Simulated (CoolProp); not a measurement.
Vapour-liquid equilibrium of n-octane (1) + n-dodecane (2) at 67.95 °C; x and y are mole fractions of (1).

The numbers come from the multi-fluid Helmholtz-energy mixture model, Beckmüller 2019 and Lemmon 2004; pair parameters Bell 2016 in CoolProp.

Task: Give the bubble pressure and the first vapour's composition at x = 0.55, 0.75, 0.95. Is there an azeotrope?

Result: x = 0.55: 0.007985 MPa, y = 0.979; x = 0.75: 0.01095 MPa, y = 0.992; x = 0.95: 0.01389 MPa, y = 0.999. No azeotrope shows between x = 0.05 and 0.95.

Pair parameters are fitted to limited data, so mixtures are less certain than the pure fluids.
